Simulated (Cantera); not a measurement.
## Thermodynamics of silicon nitride deposition, feed SiHCl3 + NH3 + H2

Input: 1 mol SiHCl3, 33 mol NH3, 76 mol H2, at 1950 K and 2.90 mbar.

Method: chemical equilibrium by Gibbs-energy minimisation in Cantera with the NASA 1993 tables (ideal gas, pure condensed phases). Candidate condensed phases: NH4Cl, Si, Si3N4; 28 gas species. The tables' values for SiCl, SiN are old estimates; treat these amounts as uncertain. Gases not in the tables: Si2H6 and higher silanes. Kinetics and transport are ignored.

```json
{
 "x(H2)": "0.842",
 "x(N2)": "0.113",
 "x(H)": "0.0195",
 "x(HCl)": "0.0186",
 "x(Si)": "0.00549",
 "x(SiCl2)": "0.000696",
 "x(Cl)": "0.000323",
 "x(SiCl)": "0.000228",
 "x(SiH)": "0.000208",
 "gas_amount": "146.3 mol",
 "log10 activity of Si(l) (absent)": "-0.17"
}
```
